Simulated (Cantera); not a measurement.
A perfectly stirred reactor is fed with CH4 : H2 : H = 0.015 : 1 : 0.014 (molar parts), at 27.8 Torr; it is held at 1500 K, and followed from long to short residence time.

Computed with Cantera and GRI-Mech 3.0 (53 species, 325 reactions). GRI-Mech 3.0 stops at C3 and has no aromatics, soot or wall deposition, so with more carbon than oxygen in the feed, carbon stays in small species such as C2H2 where larger ones or solid carbon would form. Radical loss at walls, strong at low pressure, is not modelled.

Q: What does this change do: temperature 1500 to 1600 K?

A: 
```tsv
quantity	before	after
x(CH4) at τ = 5.20 s	0.0106	0.00802
x(H2) at τ = 5.20 s	0.987	0.988
x(H) at τ = 5.20 s	0.000210	0.000382
x(CH3) at τ = 5.20 s	4.54e-5	6.29e-5
x(C2H4) at τ = 5.20 s	2.79e-5	1.73e-5
x(CH4) at τ = 43.0 ms	0.0124	0.0116
x(H2) at τ = 43.0 ms	0.985	0.985
x(H) at τ = 43.0 ms	0.00172	0.00212
x(CH3) at τ = 43.0 ms	0.000435	0.000504
x(C2H4) at τ = 43.0 ms	5.25e-5	3.93e-5
```

Q: What does this change do: CH4 0.015 to 0.15 parts?

A: 
| quantity | before | after |
|---|---|---|
| x(CH4) at τ = 5.20 s | 0.0106 | 0.0852 |
| x(H2) at τ = 5.20 s | 0.987 | 0.895 |
| x(H) at τ = 5.20 s | 0.000210 | 7.56e-5 |
| x(CH3) at τ = 5.20 s | 4.54e-5 | 0.000145 |
| x(C2H4) at τ = 5.20 s | 2.79e-5 | 0.000370 |
| x(CH4) at τ = 43.0 ms | 0.0124 | 0.117 |
| x(H2) at τ = 43.0 ms | 0.985 | 0.877 |
| x(H) at τ = 43.0 ms | 0.00172 | 0.000314 |
| x(CH3) at τ = 43.0 ms | 0.000435 | 0.000834 |
| x(C2H4) at τ = 43.0 ms | 5.25e-5 | 0.00128 |
